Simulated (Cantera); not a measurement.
Thermodynamics of nitride etching, feed BN + HF

A closed system holds: 1 mol BN, 2 mol HF.

Cantera equilibrium calculation (NASA polynomials, part measured and part estimated; ideal gas, pure solids and liquids). Candidate condensed phases: B, BN; 31 gas species. The tables' values for BF2 are old estimates. Rates play no part.

Q: Map the stable condensed phases over T = 1823, 1848, 1873, 1898, 1923, 1948, 1973, 1998, 2023, 2048, 2073 K and P in Pa = 1, 3.2, 10, 32, 100, 320, 1000, 3200, 10000, 32000, 100000.

A: 
```
T in K \ P in Pa
              1    3.2     10     32    100    320   1000   3200  10000  32000 100000
   2073       A      A      A      A      A      A      A      A      B      B      B
   2048       A      A      A      A      A      A      A      A      B      B      B
   2023       A      A      A      A      A      A      A      B      B      B      B
   1998       A      A      A      A      A      A      A      B      B      B      B
   1973       A      A      A      A      A      A      A      B      B      B      B
   1948       A      A      A      A      A      A      A      B      B      B      B
   1923       A      A      A      A      A      A      B      B      B      B      B
   1898       A      A      A      A      A      A      B      B      B      B      B
   1873       A      A      A      A      A      A      B      B      B      B      B
   1848       A      A      A      A      A      B      B      B      B      B      B
   1823       A      A      A      A      A      B      B      B      B      B      B
```
A: gas only; B: BN.
